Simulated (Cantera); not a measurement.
**Ignition delay**

Mixture: 7.48 % CH4, 19.4 % O2, 73.1 % N2, equivalence ratio 0.77, at 7.20 atm, adiabatic and at constant pressure. Ignition delay is the time to a rise of 400 K.

Cantera simulation using GRI-Mech 3.0 (53 species, 325 reactions); the numbers are that mechanism's predictions, not measurements.

```tsv
T0 (K)	delay (ms)
1150	11.2
1250	3.19
1350	1.02
1450	0.359
1550	0.139
1650	0.0594
1750	0.0280
1850	0.0145
1950	0.00815
```

- apparent activation energy between 1750 and 1950 K = 170 kJ/mol
